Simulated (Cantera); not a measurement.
# Reactions in the system Al-H-N

Cantera with NASA thermochemical tables; ideal gases at 1 bar, condensed phases pure. Values are per mole of reaction as written; species without (g) are pure solids or liquids, kept so even where they would boil at 1 bar.

3 H(g) + AlN → Al(g) + NH3(g)

```json
[
 {"T (K)": "1075", "ΔH° (kJ)": "-81.4", "ΔS° (J/K)": "-55.7", "ΔG° (kJ)": "-21.5", "log10 K": "1.05"},
 {"T (K)": "1225", "ΔH° (kJ)": "-86.1", "ΔS° (J/K)": "-59.8", "ΔG° (kJ)": "-12.9", "log10 K": "0.55"},
 {"T (K)": "1375", "ΔH° (kJ)": "-90.4", "ΔS° (J/K)": "-63.1", "ΔG° (kJ)": "-3.6", "log10 K": "0.14"},
 {"T (K)": "1525", "ΔH° (kJ)": "-94.5", "ΔS° (J/K)": "-65.9", "ΔG° (kJ)": "6.1", "log10 K": "-0.21"},
 {"T (K)": "1675", "ΔH° (kJ)": "-98.2", "ΔS° (J/K)": "-68.3", "ΔG° (kJ)": "16.1", "log10 K": "-0.50"}
]
```
